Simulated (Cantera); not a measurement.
An adiabatic, constant-pressure homogeneous reactor starts with CH₄ : CO : O₂ : N₂ : H₂ = 1 : 0.95 : 3.44 : 12.9 : 1.4 (molar parts), at 1000 K and 150000 Pa.

Model: GRI-Mech 3.0 (53 species, 325 reactions), integrated in Cantera.

**Question.** Predict: time of steepest temperature rise; temperature at 9.00 s; equilibrium temperature; x(CO) at 9.00 s; x(O₂) at 9.00 s; x(HO₂) at 9.00 s; x(NO) at 9.00 s.

**Answer.** time of steepest temperature rise: 4.05 ms
temperature at 9.00 s: 2574 K
equilibrium temperature: 2574 K
x(CO) at 9.00 s: 0.0236 (gas-phase equilibrium 0.0236)
x(O₂) at 9.00 s: 0.0221 (gas-phase equilibrium 0.0221)
x(HO₂) at 9.00 s: 4.51e-6 (gas-phase equilibrium 4.51e-6)
x(NO) at 9.00 s: 0.00787 (gas-phase equilibrium 0.00787)
